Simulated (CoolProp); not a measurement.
Dry air along the isotherm 150.7 K: fugacity coefficient from the reference equation and from simpler models built on Tc = 132.5 K, pc = 3.786 MPa, ω = 0.034; each cubic takes its own stable root.

Model: reference Helmholtz-energy equation of state, Lemmon 2000, in CoolProp. It is a pseudo-pure fit of the blend.

```json
[
 {"p (MPa)": "0.0599", "phase": "gas", "reference": "0.9964"},
 {"p (MPa)": "0.113", "phase": "gas", "reference": "0.9932"},
 {"p (MPa)": "0.215", "phase": "gas", "reference": "0.9871"},
 {"p (MPa)": "0.408", "phase": "gas", "reference": "0.9756"},
 {"p (MPa)": "0.773", "phase": "gas", "reference": "0.9541"},
 {"p (MPa)": "1.47", "phase": "gas", "reference": "0.9135"},
 {"p (MPa)": "2.78", "phase": "gas", "reference": "0.8389"},
 {"p (MPa)": "5.27", "phase": "supercritical", "reference": "0.7026"},
 {"p (MPa)": "9.99", "phase": "supercritical", "reference": "0.5087"},
 {"p (MPa)": "18.9", "phase": "supercritical", "reference": "0.3894"}
]
```

Problem. How far does each simpler model (van der Waals, Peng-Robinson) lie from the reference over these 10 states: mean and median of the absolute difference, and the worst?

Solution. 
- van der Waals: mean 1.0 %, median 0.2 %, worst +7.9 % at 150.7 K and 18.9 MPa
- Peng-Robinson: mean 2.0 %, median 1.1 %, worst -6.5 % at 150.7 K and 18.9 MPa
